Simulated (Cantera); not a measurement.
A Cantera script and what it prints.

```python
import numpy as np
import cantera as ct

gas_names = """
    CL
""".split()
cond_names = """
    TiCL4(L) Ti(a) Ti(b) Ti(L)
""".split()


# ... load() reads the species with a 1 bar reference pressure and builds the phases ...
species = {s.name: s for s in load("nasa_gas.yaml", gas_names) + load("nasa_condensed.yaml", cond_names)}
# Each term lists the table entries of one substance; the one whose range holds T is used.
reactions = {
    'TiCl4 = 4 Cl(g) + Ti':
        [(-1, ['TiCL4(L)']), (4, ['CL']), (1, ['Ti(a)', 'Ti(b)', 'Ti(L)'])],
}


def pick(names, T):
    return next(species[n] for n in names if species[n].thermo.min_temp <= T <= species[n].thermo.max_temp)


results = []
for label, terms in reactions.items():
    print(label)
    print("     T/K   dH/kJ  dS/(J/K)   dG/kJ   log10 K")
    for T in [300, 448, 473, 498, 523, 548]:
        used = [(nu, pick(names, T)) for nu, names in terms]
        dH = sum(nu * s.thermo.h(T) for nu, s in used) / 1e6
        dS = sum(nu * s.thermo.s(T) for nu, s in used) / 1e3
        dG = dH - T * dS / 1e3
        logK = -dG * 1e6 / (ct.gas_constant * T * np.log(10))
        results.append((label, T, dH, dS, dG, logK, [s.name for _, s in used]))
        print(f"{T:8g} {dH:8.1f} {dS:8.1f} {dG:8.1f} {logK:8.2f}")
```

It prints:

```
TiCl4 = 4 Cl(g) + Ti
     T/K   dH/kJ  dS/(J/K)   dG/kJ   log10 K
     300   1289.3    438.9   1157.7  -201.56
     448   1284.8    426.5   1093.7  -127.52
     473   1284.1    425.0   1083.1  -119.60
     498   1283.3    423.5   1072.5  -112.49
     523   1282.6    422.1   1061.9  -106.05
     548   1281.9    420.7   1051.3  -100.21
```

Cantera with NASA thermochemical tables; ideal gases at 1 bar, condensed phases pure. Condensed species are held in their standard states even where they would react or evaporate.
